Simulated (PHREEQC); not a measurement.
Na2CO3 is added in steps, without added water, to 1 kg of water holding 0.0011 mol/kgw HF, 0.047 mol/kgw (CH3)4NF and 1.6e-06 mol/kgw H4SiO4, at 25 °C. O2 is buffered at 0.21 atm. No CO2 enters from the air. The run lets SiO2(a) precipitate or redissolve, and no other solid.

Base run: PHREEQC, ion-association model, phreeqc.dat. Each further column changes one thing. The table gives CO3-2 (mol/kgw).

```tsv
Na2CO3 added (mol)	base	database wateq4f.dat	metal-ligand complexes left out	Davies equation for every ion	all activity coefficients set to 1
0	0	0	0	0	0
0.0045	0.00288	0.00289	0.00308	0.00290	0.00261
0.0135	0.00979	0.00981	0.0116	0.00987	0.00807
0.018	0.0129	0.0129	0.0159	0.0130	0.0102
0.027	0.0186	0.0187	0.0246	0.0188	0.0138
0.0315	0.0213	0.0214	0.0289	0.0215	0.0153
0.0405	0.0263	0.0264	0.0377	0.0266	0.0180
0.045	0.0287	0.0288	0.0421	0.0290	0.0191
0.054	0.0333	0.0333	0.0509	0.0335	0.0212
0.0585	0.0354	0.0355	0.0553	0.0356	0.0221
0.0675	0.0396	0.0397	0.0641	0.0397	0.0238
0.072	0.0416	0.0417	0.0685	0.0416	0.0246
```

(CH3)4N+ isn't in the database: it is added as a free cation with an ion size of 4 Å. SiF6-2 is the database's only silicon fluoride. phreeqc.dat and wateq4f.dat share most of their constants, so their agreement is no independent check. Solids allowed in the column 'database wateq4f.dat': SiO2(a), Nahcolite, Natron.
